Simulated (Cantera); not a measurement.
What does this Cantera script print?

```python
import numpy as np
import cantera as ct

gas_names = [...]  # 109 gases of nasa_gas.yaml made of C, Cl, H, Si
cond_names = """
    C(gr) C6H6(L) C7H8(L) C8H18(L),n-octa Si(cr) Si(L) SiC(b)
""".split()


# ... load() reads the species with a 1 bar reference pressure and builds the phases ...
atoms = {
    '(CH3)2SiCl2': {'C': 2, 'H': 6, 'Si': 1, 'CL': 2},
    'C3H8': {'C': 3, 'H': 8},
    'H2': {'H': 2},
}
top_T = {'C(gr)': 4500, 'SiC(b)': 3050}  # K; cautious upper limits of use, not melting points


# ... equilibrate(T, P, feed) seeds the gas with the atoms and calls Mixture.equilibrate('TP', solver="vcs", rtol=1e-11, max_steps=5000) ...
results = []
feed = {'(CH3)2SiCl2': 1, 'C3H8': 0.02, 'H2': 44}  # mol
P = 170  # Pa
for T in [1250, 1350, 1450, 1550, 1650, 1750, 1850, 1950, 2050, 2150, 2250, 2350]:
    mix = equilibrate(T, P, feed)
    results.append((T, P, feed, dict(zip(mix.species_names, mix.species_moles))))

top = {s: max(r[3][s] / sum(r[3][g] for g in gas_names) for r in results) for s in gas_names}
cols = sorted((s for s in top if top[s] > 1e-06), key=lambda s: -top[s])[:8]
seen = [c for c in cond_names if any(r[3].get(c, 0) > 1e-12 for r in results)]
print("log10 of partial pressures in bar; condensed amounts in mol")
print(f"{'T/K':>10s}" + "".join(f"{s[:9]:>10s}" for s in cols + seen))
for T, P, feed, n in results:
    ng = sum(n[g] for g in gas_names)
    print(f"{T:10.4g}" + "".join(f"{np.log10(max(n[s] / ng * P / 1e5, 1e-99)):10.3f}" for s in cols)
          + "".join(f"{n.get(c, 0):10.4g}" for c in seen))
```

Output:

```
log10 of partial pressures in bar; condensed amounts in mol
       T/K        H2         H       HCL        Si        CL C2H2,acet      SiC2      Si2C     C(gr)    SiC(b)
      1250    -2.788    -7.710    -4.151   -13.727    -9.141    -9.387   -17.607   -17.580      1.06    0.9995
      1350    -2.788    -7.017    -4.151   -12.120    -8.459    -8.695   -15.500   -15.511      1.06    0.9991
      1450    -2.788    -6.418    -4.151   -10.737    -7.871    -8.100   -13.687   -13.731     1.061    0.9984
      1550    -2.788    -5.896    -4.152    -9.534    -7.357    -7.583   -12.112   -12.186     1.061    0.9974
      1650    -2.789    -5.436    -4.153    -8.478    -6.906    -7.130   -10.731   -10.832      1.06    0.9961
      1750    -2.790    -5.029    -4.156    -7.544    -6.507    -6.730    -9.511    -9.637     1.056    0.9935
      1850    -2.794    -4.666    -4.161    -6.712    -6.152    -6.376    -8.425    -8.574      1.05     0.986
      1950    -2.801    -4.341    -4.171    -5.967    -5.836    -6.063    -7.454    -7.623     1.054     0.954
      2050    -2.814    -4.051    -4.189    -5.295    -5.557    -5.788    -6.579    -6.767     1.132    0.8126
      2150    -2.839    -3.795    -4.222    -4.686    -5.313    -5.552    -5.788    -5.994     1.536    0.2247
      2250    -2.876    -3.567    -4.261    -4.578    -5.093    -5.351    -5.515    -6.183     1.563         0
      2350    -2.930    -3.369    -4.323    -4.603    -4.907    -5.188    -5.389    -6.604     1.336         0
```

Cantera equilibrium calculation (NASA polynomials, part measured and part estimated; ideal gas, pure solids and liquids). The feed counts by its element totals alone. The tables' values for SiCl are old estimates; treat these amounts as uncertain. Gases not in the tables: Si2H6 and higher silanes.
